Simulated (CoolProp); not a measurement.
A simple Rankine cycle with isobutane: condensing at 301.15 K, boiler at 1.56 MPa, turbine inlet 510.6 K, turbine efficiency 0.9, pump efficiency 0.6, no recuperator. Each further row changes one setting.

The numbers come from the reference Helmholtz-energy equation of state, Bücker 2006 in CoolProp.

```tsv
case	thermal efficiency (%)	net work (kJ/kg)	heat in (kJ/kg)	turbine exit temperature (K)	volume ratio over the turbine
as stated	10.5	81.1	771	471.9	3.96
turbine inlet 530.6 K	10.3	85.2	825	492.0	3.95
condensing temperature 293.15 K	12.0	94.8	790	465.9	4.97
boiler pressure 1.09 MPa	8.0	62.4	778	482.3	2.77
turbine efficiency 0.8	9.3	71.7	771	475.7	4.00
```
